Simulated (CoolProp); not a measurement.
Octamethyltrisiloxane (MDM) along the isobar 8.57 MPa: density (kg/m³) from the reference equation and from simpler models built on Tc = 565.4 K, pc = 1.438 MPa, ω = 0.528; each cubic takes its own stable root.

The numbers come from the reference Helmholtz-energy equation of state, Thol 2017 in CoolProp.

```json
[
 {"T (K)": "310.5", "phase": "liquid", "reference": "815.3"},
 {"T (K)": "315.6", "phase": "liquid", "reference": "810.6"},
 {"T (K)": "320.7", "phase": "liquid", "reference": "805.8"},
 {"T (K)": "325.7", "phase": "liquid", "reference": "801.2"},
 {"T (K)": "330.8", "phase": "liquid", "reference": "796.4"},
 {"T (K)": "335.8", "phase": "liquid", "reference": "791.7"},
 {"T (K)": "340.9", "phase": "liquid", "reference": "787.0"},
 {"T (K)": "346", "phase": "liquid", "reference": "782.2"},
 {"T (K)": "351", "phase": "liquid", "reference": "777.5"},
 {"T (K)": "356.1", "phase": "liquid", "reference": "772.7"},
 {"T (K)": "361.2", "phase": "liquid", "reference": "767.9"},
 {"T (K)": "366.2", "phase": "liquid", "reference": "763.1"}
]
```

### Question
How far does each simpler model (Redlich-Kwong, Peng-Robinson) lie from the reference over these 12 states: mean and median of the absolute difference, and the worst?

### Answer
- Redlich-Kwong: mean 12.2 %, median 12.2 %, worst -12.9 % at 310.5 K and 8.57 MPa
- Peng-Robinson: mean 2.3 %, median 2.4 %, worst +3.4 % at 366.2 K and 8.57 MPa
